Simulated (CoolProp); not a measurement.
Properties of CH3F (R41) along the isobar 4030 kPa.

Computed with CoolProp (reference Helmholtz-energy equation of state, Lemmon 2006). It is a short technical equation, of lower accuracy than the large ones.

| T (K) | phase | Z | cp (kJ/(kg K)) | isothermal compressibility (1/MPa) | expansivity (1/kK) |
|---|---|---|---|---|---|
| 316.5 | gas | (withheld) | 2.457 | 0.4121 | 11.29 |
| 320.8 | gas | 0.6906 | 2.277 | 0.3900 | 9.994 |
| 325 | gas | 0.7094 | 2.145 | 0.3735 | (withheld) |
| 329.3 | gas | 0.7266 | 2.040 | 0.3600 | 8.244 |
| 333.5 | gas | 0.7417 | 1.958 | 0.3492 | 7.622 |
| 337.8 | gas | 0.7558 | 1.889 | 0.3400 | 7.092 |
| 342 | gas | 0.7683 | (withheld) | 0.3324 | 6.655 |
| 346.3 | gas | 0.7802 | 1.788 | 0.3257 | (withheld) |
| 350.5 | gas | 0.7908 | 1.749 | 0.3199 | 5.942 |
| 354.8 | gas | 0.8009 | 1.716 | 0.3148 | (withheld) |
| 359.1 | gas | 0.8103 | 1.688 | 0.3102 | 5.387 |
| 363.3 | gas | 0.8189 | 1.665 | 0.3062 | 5.160 |
| 367.6 | gas | 0.8271 | 1.645 | 0.3026 | 4.950 |
| 371.8 | gas | 0.8346 | 1.628 | 0.2993 | 4.764 |
| 376.1 | gas | 0.8418 | (withheld) | 0.2963 | 4.592 |

Fill in the missing entries.


- 316.5, Z: 0.6688
- 325, expansivity (1/kK): 9.027
- 342, cp (kJ/(kg K)): 1.834
- 346.3, expansivity (1/kK): 6.269
- 354.8, expansivity (1/kK): 5.648
- 376.1, cp (kJ/(kg K)): 1.614
